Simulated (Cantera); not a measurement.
An isothermal, constant-pressure homogeneous reactor starts with NO : N2 = 1 : 10 (molar parts), at 2100 K and 0.987 atm. Integrator tolerance rtol = 1e-08.

Detailed kinetics in Cantera: GRI-Mech 3.0 (53 species, 325 reactions).

Q: What does this change do: N2 10 to 1.3 parts?

A: 
| quantity | before | after |
|---|---|---|
| x(NO) at 3.00 s | 0.00682 (gas-phase equilibrium 0.00496) | 0.0108 (gas-phase equilibrium 0.00997) |
| x(O2) at 3.00 s | 0.0419 (gas-phase equilibrium 0.0428) | 0.212 (gas-phase equilibrium 0.212) |
| x(O) at 3.00 s | 0.000286 (gas-phase equilibrium 0.000289) | 0.000643 (gas-phase equilibrium 0.000644) |
| x(N2O) at 3.00 s | 3.12e-7 (gas-phase equilibrium 3.04e-7) | 5.60e-7 (gas-phase equilibrium 5.53e-7) |
| x(NO2) at 3.00 s | 4.48e-6 (gas-phase equilibrium 3.29e-6) | 1.59e-5 (gas-phase equilibrium 1.47e-5) |
| x(N2) at 3.00 s | 0.951 (gas-phase equilibrium 0.952) | 0.777 (gas-phase equilibrium 0.777) |
